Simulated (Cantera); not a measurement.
A perfectly stirred reactor is fed with H₂ : O₂ : N₂ = 1.4 : 1 : 2.2 (molar parts), at 0.260 bar; it is held at 948 K, and followed from long to short residence time.

Computed with Cantera and GRI-Mech 3.0 (53 species, 325 reactions). Below about 950 K walls govern HO2 and H2O2 in real vessels. The temperature is held fixed by assumption; the heat of reaction is taken as removed at once.

One state of this run: x H₂ = 0.0690; x O₂ = 0.109; x NO = 4.79e-8; x H₂O = 0.277; x H = 0.00111; x HO₂ = 7.72e-5. x: mole fraction; the columns are a selection and need not sum to one.

**Question.** Which value of τ (s) does it belong to?
A) 0.0050
B) 0.00019
C) 1.1
D) 0.13

**Answer.** A, 0.0050
